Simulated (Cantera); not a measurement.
Cantera run, input and output.

```python
import numpy as np
import cantera as ct

gas = ct.Solution("gri30.yaml")
gas.TPX = 1500, 870000, {'CO': 0.0043, 'O2': 0.011, 'H2O': 0.015, 'N2': 1}
reactor = ct.IdealGasConstPressureReactor(gas, energy="off", clone=False)
net = ct.ReactorNet([reactor])
net.rtol, net.atol = 1e-08, 1e-18
show = ['CO', 'O2', 'H2O', 'H', 'OH']
times = np.geomspace(1e-06, 300, 11)

steps = ct.SolutionArray(gas, extra=["t"])
rows = []
print(f"{'t/s':>10s}{'T/K':>9s}{'P/Pa':>11s}" + "".join(f"{s:>11s}" for s in show))
for t in times:
    while net.time < t:
        t_next = net.step()
        steps.append(gas.state, t=t_next)
    rows.append([np.interp(t, steps.t, y) for y in (steps.T, steps.P, *steps(*show).X.T)])
    print(f"{t:10.3e}{rows[-1][0]:9.1f}{rows[-1][1]:11.4g}" + "".join(f"{x:11.3e}" for x in rows[-1][2:]))
rate = np.gradient(steps.T, steps.t)
print("integrator steps:", len(steps.t))
if steps.T.max() > steps.T[0] + 200:
    print(f"time of steepest temperature rise: {steps.t[rate.argmax()]:.4e} s")
gas.TPX = 1500, 870000, {'CO': 0.0043, 'O2': 0.011, 'H2O': 0.015, 'N2': 1}
gas.equilibrate("TP")
print(f"equilibrium (TP): T = {gas.T:.1f} K  " + "  ".join(f"{s} {gas[s].X[0]:.3e}" for s in show))
```

It prints:

```
       t/s      T/K       P/Pa         CO         O2        H2O          H         OH
 1.000e-06   1500.0    8.7e+05  4.174e-03  1.068e-02  1.456e-02  1.578e-11  3.260e-10
 7.042e-06   1500.0    8.7e+05  4.174e-03  1.068e-02  1.456e-02  5.478e-10  4.886e-09
 4.959e-05   1500.0    8.7e+05  4.173e-03  1.068e-02  1.456e-02  3.163e-08  2.382e-07
 3.492e-04   1500.0    8.7e+05  2.006e-03  9.569e-03  1.441e-02  2.311e-05  1.430e-04
 2.460e-03   1500.0    8.7e+05  6.343e-05  8.629e-03  1.457e-02  2.705e-07  3.586e-05
 1.732e-02   1500.0    8.7e+05  3.694e-07  8.605e-03  1.458e-02  3.084e-09  9.259e-06
 1.220e-01   1500.0    8.7e+05  7.529e-08  8.606e-03  1.459e-02  1.914e-09  7.851e-06
 8.590e-01   1500.0    8.7e+05  7.529e-08  8.606e-03  1.459e-02  1.914e-09  7.851e-06
 6.049e+00   1500.0    8.7e+05  7.529e-08  8.605e-03  1.459e-02  1.914e-09  7.851e-06
 4.260e+01   1500.0    8.7e+05  7.529e-08  8.605e-03  1.459e-02  1.914e-09  7.851e-06
 3.000e+02   1500.0    8.7e+05  7.531e-08  8.601e-03  1.459e-02  1.915e-09  7.850e-06
integrator steps: 1075
equilibrium (TP): T = 1500.0 K  CO 7.590e-08  O2 8.468e-03  H2O 1.459e-02  H 1.922e-09  OH 7.819e-06
```

Computed with Cantera and GRI-Mech 3.0 (53 species, 325 reactions).
